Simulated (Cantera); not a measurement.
A Cantera script and what it prints.

```python
import numpy as np
import cantera as ct

gas_names = """
    F FO FO2 F2 F2O H HF HOF HO2 H2 H2F2 H2O H2O2 H3F3 H4F4 H5F5 H6F6 H7F7 O OH O2 O3
""".split()
cond_names = """
    H2O(s) H2O(L)
""".split()


def load(file, names, dense=False):
    # The tables refer to 1 bar. Condensed volumes are neglected.
    table = {s.name: s for s in ct.Species.list_from_file(file)}
    out = []
    for n in names:
        d = dict(table[n].input_data)
        d["thermo"] = dict(d["thermo"], **{"reference-pressure": 1e5})
        if dense:
            d["equation-of-state"] = {"model": "constant-volume", "density": "1e6 g/cm^3"}
        out.append(ct.Species.from_dict(d))
    return out


gas = ct.Solution(thermo="ideal-gas", species=load("nasa_gas.yaml", gas_names))
cond = {s.name: ct.Solution(thermo="fixed-stoichiometry", species=[s], name=s.name)
        for s in load("nasa_condensed.yaml", cond_names, dense=True)}
atoms = {
    'HF': {'H': 1, 'F': 1},
    'O2': {'O': 2},
    'H2': {'H': 2},
}
top_T = {}  # K; cautious upper limits of use, not melting points


def equilibrate(T, P, feed):
    n = {}
    for name, mol in feed.items():
        for a, k in atoms[name].items():
            n[a] = n.get(a, 0.0) + k * mol
    gas.TPX = T, P, n
    mass = sum(n.values()) * gas.mean_molecular_weight
    gas.equilibrate("TP")
    valid = [c for c in cond.values() if c.min_temp <= T <= top_T.get(c.name, c.max_temp)]
    mix = ct.Mixture([(gas, mass / gas.mean_molecular_weight)] + [(c, 0.0) for c in valid])
    mix.T, mix.P = T, P
    mix.equilibrate("TP", solver="vcs", rtol=1e-11, max_steps=5000)
    return mix


results = []
T = 2350  # K
P = 3800  # Pa
for m in [0.26, 0.44, 0.75, 1.3, 2.2, 3.7, 6.3, 11, 18]:
    feed = {'HF': 1, 'O2': 3.5, 'H2': m}  # mol
    mix = equilibrate(T, P, feed)
    results.append((T, P, feed, dict(zip(mix.species_names, mix.species_moles))))
    x = sorted(zip(gas.X, gas.species_names), reverse=True)
    print(f"T = {T:g} K  P = {P:g} Pa  n(H2) = {m:g} mol  gas = {mix.phase_moles(0):.4g} mol")
    print("   x: " + "  ".join(f"{s} {v:.3e}" for v, s in x if v > 1e-05))
    print("   condensed (mol): " + ("  ".join(f"{mix.phase(i).name} {mix.phase_moles(i):.4g}"
          for i in range(1, mix.n_phases) if mix.phase_moles(i) > 1e-12) or "none"))
```

It prints:

```
T = 2350 K  P = 3800 Pa  n(H2) = 0.26 mol  gas = 4.727 mol
   x: O2 6.950e-01  HF 2.109e-01  H2O 4.473e-02  O 2.824e-02  OH 1.795e-02  H 1.759e-03  H2 7.556e-04  F 6.770e-04
   condensed (mol): none
T = 2350 K  P = 3800 Pa  n(H2) = 0.44 mol  gas = 4.827 mol
   x: O2 6.611e-01  HF 2.067e-01  H2O 7.725e-02  O 2.754e-02  OH 2.329e-02  H 2.340e-03  H2 1.338e-03  F 4.986e-04
   condensed (mol): none
T = 2350 K  P = 3800 Pa  n(H2) = 0.75 mol  gas = 4.996 mol
   x: O2 6.067e-01  HF 1.998e-01  H2O 1.315e-01  OH 2.974e-02  O 2.638e-02  H 3.119e-03  H2 2.377e-03  F 3.616e-04  HO2 1.064e-05
   condensed (mol): none
T = 2350 K  P = 3800 Pa  n(H2) = 1.3 mol  gas = 5.292 mol
   x: O2 5.202e-01  H2O 2.208e-01  HF 1.887e-01  OH 3.709e-02  O 2.443e-02  H2 4.311e-03  H 4.201e-03  F 2.536e-04  HO2 1.228e-05
   condensed (mol): none
T = 2350 K  P = 3800 Pa  n(H2) = 2.2 mol  gas = 5.772 mol
   x: O2 3.994e-01  H2O 3.488e-01  HF 1.731e-01  OH 4.364e-02  O 2.141e-02  H2 7.772e-03  H 5.641e-03  F 1.733e-04  HO2 1.266e-05
   condensed (mol): none
T = 2350 K  P = 3800 Pa  n(H2) = 3.7 mol  gas = 6.57 mol
   x: H2O 5.209e-01  O2 2.405e-01  HF 1.521e-01  OH 4.697e-02  O 1.661e-02  H2 1.496e-02  H 7.825e-03  F 1.098e-04  HO2 1.058e-05
   condensed (mol): none
T = 2350 K  P = 3800 Pa  n(H2) = 6.3 mol  gas = 8.011 mol
   x: H2O 7.177e-01  HF 1.248e-01  O2 5.503e-02  H2 4.308e-02  OH 3.813e-02  H 1.328e-02  O 7.945e-03  F 5.305e-05
   condensed (mol): none
T = 2350 K  P = 3800 Pa  n(H2) = 11 mol  gas = 12.31 mol
   x: H2O 5.558e-01  H2 3.146e-01  HF 8.125e-02  H 3.589e-02  OH 1.093e-02  O 8.425e-04  O2 6.188e-04  F 1.278e-05
   condensed (mol): none
T = 2350 K  P = 3800 Pa  n(H2) = 18 mol  gas = 19.52 mol
   x: H2 5.431e-01  H2O 3.529e-01  HF 5.122e-02  H 4.715e-02  OH 5.281e-03  O 3.099e-04  O2 8.372e-05
   condensed (mol): none
```

Method: chemical equilibrium by Gibbs-energy minimisation in Cantera with the NASA 1993 tables (ideal gas, pure condensed phases).
